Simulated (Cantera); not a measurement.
Input: 1 mol FeCl2, 3.8 mol O2, 0.17 mol H2, equilibrated at 850 °C and 0.00170 bar.

These are equilibrium values from Cantera (NASA tables, ideal gas, pure condensed phases), not measurements of a reactor. Candidate condensed phases: Fe, FeCl2, FeCl3, FeO, Fe(OH)2, Fe(OH)3, Fe2O3, Fe3O4, H2O; 22 gas species. Rates play no part.

Base state: O2 0.723, Cl2 0.160, HCl 0.0786, Cl 0.0195, FeCl3 0.00954, FeCl2 0.00881, H2O 0.000210, ClO 3.14e-5 (mole fractions); condensed: Fe2O3(s).

### Question
What changes in the equilibrium state with this change: H2 from 0.17 to 1.1 mol?

### Answer
```tsv
species	before	after
O2	0.723	0.583
HCl	0.0786	0.355
H2O	0.000210	0.0397
Cl2	0.160	0.0155
Cl	0.0195	0.00604
FeCl2	0.00881	0.000999
FeCl3	0.00954	0.000336
ClO	3.14e-5	8.77e-6
Fe2O3(s), mol	0.461	0.497
```
